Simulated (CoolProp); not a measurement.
Saturated liquid density (kg/m³) of cyclopentane: the reference equation beside estimates from Tc = 511.7 K, pc = 4583 kPa, ω = 0.202. Rackett uses Z = 0.29056 − 0.08775 ω.

Model: reference Helmholtz-energy equation of state, Gedanitz 2015, in CoolProp.

| T (K) | reference | Rackett | van der Waals | Redlich-Kwong |
|---|---|---|---|---|
| 387.7 | 641.6 | 658.5 | 408.2 | 584.1 |
| 403.6 | 621.0 | 636.9 | 394.6 | 559.6 |
| 419.5 | 599.0 | 613.7 | 379.8 | 532.9 |
| 435.4 | 575.0 | 588.6 | 363.6 | 503.7 |
| 451.3 | 548.4 | 560.6 | 345.5 | 471.2 |
| 467.2 | 518.0 | 528.5 | 324.8 | 434.3 |
| 483.1 | 480.5 | 489.5 | 299.9 | 390.4 |
| 499 | 426.1 | 435.1 | 266.6 | 332.9 |

Absolute difference from the reference over all 8 rows, mean and median: Rackett 2.3 and 2.3 %, van der Waals 36.9 and 36.9 %, Redlich-Kwong 14.1 and 13.2 %.
